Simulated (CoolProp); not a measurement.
The fluid at 210.73 K and 1.25 MPa flows at 0.097 m/s in a round tube of 6 mm bore and 15 µm roughness, fully developed (64/Re and Nu = 3.66 if laminar; Colebrook and Gnielinski if turbulent). The same conditions are run with several fluids, on thermodynamics alone (safety and materials aside).

Computed with CoolProp (reference Helmholtz-energy equation of state of each fluid (n-butane: Bücker 2006; propylene: Lemmon 2013; R123: Younglove 1994; C3F8 (R218): Lemmon 2006)).

| fluid | Reynolds number | Darcy friction factor | pressure drop (Pa/m) | heat-transfer coefficient (W/(m² K)) | mass flow (kg/h) |
|---|---|---|---|---|---|
| n-butane | 903 | 0.0709 | … | 88.4 | 6.56 |
| propylene | 1560 | … | 20.3 | 92.9 | 6.21 |
| R123 | 663 | 0.0965 | 127 | 62.8 | 16.5 |
| C3F8 (R218) | … | 0.0452 | 60.6 | 42.3 | 16.9 |

Question: Some entries are withheld; supply them.

Answer: 
- n-butane, pressure drop (Pa/m): 36.9
- propylene, Darcy friction factor: 0.0410
- C3F8 (R218), Reynolds number: 1420

Transport values come from each fluid's own correlations; those of propylene, C3F8 (R218) are estimates that may be off by 10 % or more.
